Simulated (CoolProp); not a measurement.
Vapour-liquid equilibrium of ethylbenzene (1) + m-xylene (2) at 1.42 kPa; x and y are mole fractions of (1).

Values from CoolProp's multi-fluid Helmholtz-energy mixture model, Zhou 2012 and Zhou 2012; pair parameters Bell 2016.

| x | bubble temperature (°C) | y at the bubble point | dew temperature at overall composition x (°C) | liquid density (mol/L) |
|---|---|---|---|---|
| 0.05 | 29.1 | 0.058 | 29.1 | 8.066 |
| 0.2 | 28.6 | 0.226 | 28.7 | 8.071 |
| 0.35 | 28.2 | 0.384 | 28.3 | 8.076 |
| 0.5 | 27.8 | 0.534 | 27.9 | 8.082 |
| 0.65 | 27.5 | 0.677 | 27.6 | 8.089 |
| 0.8 | 27.2 | 0.817 | 27.2 | 8.097 |
| 0.95 | 26.9 | 0.954 | 26.9 | 8.105 |

No azeotrope shows between x = 0.05 and 0.95.

Pair parameters are fitted to limited data, so mixtures are less certain than the pure fluids.
